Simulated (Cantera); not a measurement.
Input: 1 mol V, 0.17 mol O2, 56 mol N2, held at 1973.15 K and 0.000790 bar.

These are equilibrium values from Cantera (NASA tables, ideal gas, pure condensed phases), not measurements of a reactor. Candidate condensed phases: V, VN, VO, V2O3, V2O4, V2O5; 13 gas species. Mutual solubility and eutectic melting of coexisting phases are not modelled. VO: taken at fixed stoichiometry. Condensed phases not in the tables: V2N, N, O or C dissolved in the metal. The numbers say what is thermodynamically allowed, not how fast it happens.

Base state: N2 0.996, V 0.00193, VO 0.00161, VO2 0.000121 (mole fractions); condensed: V(s) + VO(s).

**Question.** What changes in the equilibrium state with this change: O2 from 0.17 to 0.014 mol?

**Answer.** 
```csv
species,before,after
N2,0.996,0.998
V,0.00193,0.00193
VO,0.00161,0.000478
VO2,0.000121,1.06e-5
"V(s), mol",0.558,0.864
"VO(s), mol",0.236,0
```

**Question.** What changes in the equilibrium state with this change: V replaced by Zr?

**Answer.** 
| species | before | after |
|---|---|---|
| N2 | 0.996 | 1.000 |
| V | 0.00193 | 0 |
| VO | 0.00161 | 0 |
| VO2 | 0.000121 | 0 |
| V(s), mol | 0.558 | 0 |
| VO(s), mol | 0.236 | 0 |
| ZrN(s), mol | 0 | 0.830 |
| ZrO2(tetragonal), mol | 0 | 0.170 |
ZrN: taken at fixed stoichiometry. Condensed phases not in the tables: solid solutions among these carbides, nitrides and lower oxides. Further candidate phases: Zr, ZrN, ZrO2.

**Question.** What changes in the equilibrium state with this change: temperature from 1973.15 K to 1950 K?

**Answer.** 
```csv
species,before,after
N2,0.996,0.997
V,0.00193,0.00134
VO,0.00161,0.00111
VO2,0.000121,8.01e-5
"V(s), mol",0.558,0.589
"VO(s), mol",0.236,0.269
```
